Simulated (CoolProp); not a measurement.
C3F8 (R218) along the isobar 3090 kPa: density (kg/m³) from the reference equation and from simpler models built on Tc = 71.9 °C, pc = 2640 kPa, ω = 0.317; each cubic takes its own stable root.

Computed with CoolProp (reference Helmholtz-energy equation of state, Lemmon 2006). It is a short technical equation, of lower accuracy than the large ones.

```tsv
T (°C)	phase	reference	van der Waals	Redlich-Kwong	Soave-Redlich-Kwong
-93.25	liquid	1824	1140	1676	1722
-57.85	liquid	1702	1077	1563	1622
-22.55	liquid	1571	1005	1430	1495
12.85	liquid	1419	917.4	1265	1329
48.15	liquid	1215	798.4	1042	1088
83.55	supercritical	458.3	526.0	486.4	428.6
118.85	supercritical	252.2	268.1	263.1	246.9
154.25	supercritical	201.6	214.9	210.5	198.3
```
